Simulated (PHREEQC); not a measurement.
3.1 g of hydrous ferric oxide (600 m²/g; 0.2 weak and 0.005 strong sites per Fe, Dzombak-Morel constants, diffuse double layer) in 1 kg of water with 0.005 mol/kgw of an inert sodium salt and 2.6 mmol/kgw H3BO3, at 25 °C; the pH is set by adding NaOH or the inert anion's acid. Oxygen alone is held at its pressure in air (log pO2 = -0.68). CO2 from the air is kept out. Nothing may precipitate in this run.

The numbers come from PHREEQC with the ion-association model, wateq4f.dat.

```tsv
pH	B sorbed (%)	surface charge σ (C/m²)	surface potential ψ (mV)
4	1.3	0.197	190
4.38	1.6	0.153	179
4.75	1.8	[?]	166
5.12	1.9	[?]	[?]
5.5	2.0	0.062	136
5.88	2.1	0.043	119
6.25	2.1	0.030	101
6.62	2.1	[?]	82
7	2.1	0.013	62
7.38	2.1	0.007	41
7.75	2.1	0.003	20
8.12	2.0	0.000	-1
8.5	1.8	[?]	[?]
8.88	1.5	-0.008	-43
9.25	1.0	[?]	-63
9.62	0.6	-0.024	-82
10	0.3	-0.036	-101
```

Q: Some entries are withheld; supply them.

A: 
- 4.75, surface charge σ (C/m²): 0.116
- 5.12, surface charge σ (C/m²): 0.086
- 5.12, surface potential ψ (mV): 152
- 6.62, surface charge σ (C/m²): 0.020
- 8.5, surface charge σ (C/m²): -0.004
- 8.5, surface potential ψ (mV): -22
- 9.25, surface charge σ (C/m²): -0.015
